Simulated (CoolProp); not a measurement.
Aqueous calcium chloride as a coolant, 28 % by mass, freezing at -39.0 °C, 1 atm.

Computed with CoolProp (Melinder's fits for secondary coolants).

| T (°C) | Prandtl number | density (kg/m³) | cp (kJ/(kg K)) | viscosity (mPa s) |
|---|---|---|---|---|
| -22.8 | 57.9 | 1279 | 2.712 | 10.8 |
| -15.9 | 43.5 | 1276 | 2.731 | 8.17 |
| -9.1 | 33.8 | 1273 | 2.751 | … |
| -2.2 | 27.0 | 1270 | … | 5.19 |
| 4.6 | 22.1 | 1267 | … | … |
| 11.5 | … | 1264 | 2.808 | 3.63 |
| 18.3 | 15.7 | 1261 | 2.826 | 3.12 |
| 25.2 | 13.5 | 1257 | 2.844 | 2.71 |
| 32 | 11.7 | 1253 | … | … |
| 38.8 | 10.2 | 1249 | 2.879 | 2.09 |

Task: Complete the blanks.

Result: 
- -9.1, viscosity (mPa s): 6.43
- -2.2, cp (kJ/(kg K)): 2.770
- 4.6, cp (kJ/(kg K)): 2.789
- 4.6, viscosity (mPa s): 4.30
- 11.5, Prandtl number: 18.5
- 32, cp (kJ/(kg K)): 2.862
- 32, viscosity (mPa s): 2.37
